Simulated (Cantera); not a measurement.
A closed system holds: 1 mol SiH₂Cl₂, a varied amount of N₂, equilibrated at 0.00260 bar.

These are equilibrium values from Cantera (NASA tables, ideal gas, pure condensed phases), not measurements of a reactor. Candidate condensed phases: NH₄Cl, Si, Si₃N₄; 28 gas species. N₂ is the only nitrogen source here; it is nearly inert below about 1500 K, so the nitride shown seldom forms there in practice. The tables' values for SiCl₃ are old estimates. Kinetics and transport are ignored.

Stable condensed phases, one row left out:

```
T in K \ n(N₂) in mol
         0.45  1.2  1.9  2.7  3.4  4.2  4.9  5.6  6.4  7.1  7.9  8.6
   2098     A    A    A    B    B    B    B    B    B    B    B    B
   1998     A    A    A    A    A    A    A    A    A    A    A    A
   1898     A    A    A    A    A    A    A    A    A    A    A    A
   1798     A    A    A    A    A    A    A    A    A    A    A    A
   1698     A    A    A    A    C    C    C    C    C    C    C    C
   1498     C    C    C    C    C    C    C    C    C    C    C    C
   1398     C    C    C    C    C    C    C    C    C    C    C    C
   1298     C    C    C    C    C    C    C    C    C    C    C    C
   1198     C    C    C    C    C    C    C    C    C    C    C    C
   1098     C    C    C    C    C    C    C    C    C    C    C    C
    998     C    C    C    C    C    C    C    C    C    C    C    C
    898     C    C    C    C    C    C    C    C    C    C    C    C
    798     C    C    C    C    C    C    C    C    C    C    C    C
```

A: Si; B: gas only; C: Si₃N₄.

Task: Give the row for 1598 K.

Result: 0.45: Si₃N₄; 1.2: Si₃N₄; 1.9: Si₃N₄; 2.7: Si₃N₄; 3.4: Si₃N₄; 4.2: Si₃N₄; 4.9: Si₃N₄; 5.6: Si₃N₄; 6.4: Si₃N₄; 7.1: Si₃N₄; 7.9: Si₃N₄; 8.6: Si₃N₄.
